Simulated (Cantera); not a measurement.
Feed: 1 mol C3H8, 0.062 mol NH3, 26 mol N2, at 3.20 bar.

These are equilibrium values from Cantera (NASA tables, ideal gas, pure condensed phases), not measurements of a reactor. Candidate condensed phases: C, C6H6, C7H8, C8H18; 92 gas species. Equilibrium is a limit: real reactors are often held back by kinetics, nucleation or transport.

Task: At 1450 °C, list the 4 most abundant gas species with their mole fractions, and the condensed phases.

Result: N2 0.863, H2 0.135, HCN 0.00142, CH4 5.87e-5. Condensed: C(graphite).
